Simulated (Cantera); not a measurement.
An isothermal plug-flow reactor at 625 K and 900 Torr (inlet), inlet velocity 0.61 m/s, active area per volume 270 1/m; feed CO : O2 : N2 : H2O = 0.0022 : 0.014 : 0.79 : 0.017 (molar parts).

Model: Deutschmann's 1995 Pt surface mechanism with GRI-Mech 3.0 gas chemistry, integrated in Cantera. Catalytic surfaces can have several steady states; this one follows from the mechanism file's or the stated starting coverage. Mass transfer to the wall is taken as infinitely fast.

x: gas mole fraction; θ: surface coverage.

```csv
z (m),x CO,x O2,x H2O,x CO2,θ free Pt,θ O*,θ OH*,θ CO*
3.3e-05,0.00267,0.0170,0.0207,[?],0.0274,0.0121,0.000993,0.959
6.3e-05,0.00267,0.0170,0.0207,[?],0.0274,0.0122,0.000994,0.959
0.00012,0.00266,0.0170,0.0207,[?],0.0275,0.0122,0.000997,0.959
0.00023,0.00265,0.0170,0.0207,[?],0.0276,0.0123,0.00100,0.959
0.00045,0.00263,0.0170,0.0207,[?],0.0278,0.0124,0.00101,0.959
0.00087,0.00258,0.0170,0.0207,[?],0.0281,0.0128,0.00103,0.958
0.0017,0.00249,0.0169,0.0207,[?],0.0289,0.0135,0.00108,0.956
0.0033,0.00230,0.0168,0.0207,[?],0.0309,0.0154,0.00119,0.953
```

Task: What belongs in the gaps?

Result: 
- 3.3e-05, x CO2: 3.35e-6
- 6.3e-05, x CO2: 6.40e-6
- 0.00012, x CO2: 1.22e-5
- 0.00023, x CO2: 2.35e-5
- 0.00045, x CO2: 4.62e-5
- 0.00087, x CO2: 9.04e-5
- 0.0017, x CO2: 0.000181
- 0.0033, x CO2: 0.000373
